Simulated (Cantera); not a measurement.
A freely propagating, adiabatic, planar premixed flame of 8.23 % CH4, 0.313 % H2, 16.6 % O2, 74.8 % N2, unburnt at 350 K and 1.40 bar; mixture-averaged transport, grid criteria slope 0.08 and curve 0.16, no radiation.

Computed with Cantera and GRI-Mech 3.0 (53 species, 325 reactions). Burning velocities carry a grid error of a few per cent, more on coarse grids.

Task: Predict: laminar burning velocity; thermal thickness; peak x(HCN); peak x(C2H6); peak x(HO2).

Result: 
```json
{
 "laminar_burning_velocity": "29.6 cm/s",
 "thermal_thickness": "0.438 mm",
 "peak x(HCN)": "2.62e-6",
 "peak x(C2H6)": "0.000719",
 "peak x(HO2)": "0.000124"
}
```
